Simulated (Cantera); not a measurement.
An adiabatic, constant-volume homogeneous reactor starts with CH4 : O2 : N2 = 1 : 3.85 : 14.5 (molar parts), equivalence ratio 0.52, at 1673 K and 0.740 bar. Integrator tolerance rtol = 1e-08.

Detailed kinetics in Cantera: GRI-Mech 3.0 (53 species, 325 reactions).

Task: What does this change do: pressure from 0.740 bar to 6.50 bar?

Result: 
```json
[
 {"quantity": "time of steepest temperature rise", "before": "0.304 ms", "after": "48.2 µs"},
 {"quantity": "temperature at 2.00 s", "before": "2663 K", "after": "2770 K"},
 {"quantity": "equilibrium temperature", "before": "2663 K", "after": "2770 K"},
 {"quantity": "x(CH4) at 2.00 s", "before": "<1e-12 (gas-phase equilibrium <1e-12)", "after": "<1e-12 (gas-phase equilibrium <1e-12)"},
 {"quantity": "x(O2) at 2.00 s", "before": "0.0842 (gas-phase equilibrium 0.0842)", "after": "0.0829 (gas-phase equilibrium 0.0829)"},
 {"quantity": "x(C2H6) at 2.00 s", "before": "<1e-12 (gas-phase equilibrium <1e-12)", "after": "<1e-12 (gas-phase equilibrium <1e-12)"},
 {"quantity": "x(CH2CO) at 2.00 s", "before": "<1e-12 (gas-phase equilibrium <1e-12)", "after": "<1e-12 (gas-phase equilibrium <1e-12)"},
 {"quantity": "x(O) at 2.00 s", "before": "0.00821 (gas-phase equilibrium 0.00821)", "after": "0.00424 (gas-phase equilibrium 0.00424)"},
 {"quantity": "x(CH3) at 2.00 s", "before": "<1e-12 (gas-phase equilibrium <1e-12)", "after": "<1e-12 (gas-phase equilibrium <1e-12)"},
 {"quantity": "x(N2O) at 2.00 s", "before": "1.08e-6 (gas-phase equilibrium 1.08e-6)", "after": "3.81e-6 (gas-phase equilibrium 3.81e-6)"}
]
```
